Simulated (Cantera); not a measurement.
Feed: 1 mol Cr, 4.6 mol NH₃, 1.6 mol N₂, 0.025 mol H₂O, at 1050 K.

Method: chemical equilibrium by Gibbs-energy minimisation in Cantera with the NASA 1993 tables (ideal gas, pure condensed phases). Candidate condensed phases: Cr, CrN, Cr₂N, Cr₂O₃, H₂O; 29 gas species. Mutual solubility and eutectic melting of coexisting phases are not modelled. Rates play no part.

Q: Which condensed phases are stable at each of these points (P (Pa)): 0.100, 2.50, 63, 1600, 40000, 1000000?

A: 
| P (Pa) | condensed phases | Cr condensed (%) |
|---|---|---|
| 0.100 | Cr(s) + Cr₂O₃(s) | 100.0 |
| 2.50 | Cr(s) + Cr₂O₃(s) | 100.0 |
| 63 | Cr₂N(s) + Cr₂O₃(s) | 100.0 |
| 1600 | CrN(s) + Cr₂O₃(s) | 100.0 |
| 40000 | CrN(s) + Cr₂O₃(s) | 100.0 |
| 1000000 | CrN(s) + Cr₂O₃(s) | 100.0 |

From 0.100 Pa to 2.50 Pa the condensed part is Cr(s) + Cr₂O₃(s). At 63.0 Pa the condensed part is Cr₂N(s) + Cr₂O₃(s). From 1600 Pa to 1000000 Pa the condensed part is CrN(s) + Cr₂O₃(s).
